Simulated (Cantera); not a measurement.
A Cantera script and its output.

```python
import numpy as np
import cantera as ct

gas = ct.Solution("gri30.yaml")
gas.TPX = 1375, 1000000, {'CH4': 1, 'H2O': 0.33, 'H2': 0.16}
inlet = ct.Reservoir(gas, clone=True)

reactor = ct.IdealGasConstPressureReactor(gas, energy="off", clone=False)
exhaust = ct.Reservoir(gas, clone=True)
tau = [1.1, 0.61, 0.32, 0.17, 0.091, 0.048, 0.026, 0.014, 0.0072, 0.0038, 0.002][0]
for a, b in ((inlet, reactor), (reactor, exhaust)):
    ct.MassFlowController(a, b, mdot=lambda t: reactor.mass / tau)
net = ct.ReactorNet([reactor])
show = ['CH4', 'H2O', 'H2', 'HO2', 'CO2']

rows = []
print(f"{'tau/s':>10s}{'T/K':>9s}" + "".join(f"{s:>11s}" for s in show))
for tau in [1.1, 0.61, 0.32, 0.17, 0.091, 0.048, 0.026, 0.014, 0.0072, 0.0038, 0.002]:
    net.initial_time = 0.0
    net.advance(30 * tau)
    before = gas.X
    net.advance(40 * tau)
    drift = np.max(np.abs(gas.X - before) / (gas.X + 1e-9))
    rows.append([gas.T, *gas[show].X, drift])
    print(f"{tau:10.3e}{gas.T:9.1f}" + "".join(f"{x:11.3e}" for x in gas[show].X))
```

Result:

```
     tau/s      T/K        CH4        H2O         H2        HO2        CO2
 1.100e+00   1375.0  5.463e-01  2.081e-01  2.015e-01  6.641e-18  1.180e-04
 6.100e-01   1375.0  5.717e-01  2.112e-01  1.822e-01  5.114e-18  3.349e-05
 3.200e-01   1375.0  6.043e-01  2.147e-01  1.575e-01  3.803e-18  6.777e-06
 1.700e-01   1375.0  6.311e-01  2.175e-01  1.372e-01  3.143e-18  1.329e-06
 9.100e-02   1375.0  6.487e-01  2.194e-01  1.239e-01  2.817e-18  2.752e-07
 4.800e-02   1375.0  6.592e-01  2.205e-01  1.159e-01  2.573e-18  5.798e-08
 2.600e-02   1375.0  6.648e-01  2.210e-01  1.117e-01  2.327e-18  1.323e-08
 1.400e-02   1375.0  6.679e-01  2.213e-01  1.095e-01  2.040e-18  2.806e-09
 7.200e-03   1375.0  6.695e-01  2.214e-01  1.084e-01  1.707e-18  4.555e-10
 3.800e-03   1375.0  6.703e-01  2.214e-01  1.079e-01  1.407e-18  6.540e-11
 2.000e-03   1375.0  6.707e-01  2.215e-01  1.076e-01  1.168e-18  7.836e-12
```

Cantera simulation using GRI-Mech 3.0 (53 species, 325 reactions); the numbers are that mechanism's predictions, not measurements. GRI-Mech 3.0 stops at C3 and has no aromatics, soot or wall deposition, so with more carbon than oxygen in the feed, carbon stays in small species such as C2H2 where larger ones or solid carbon would form.
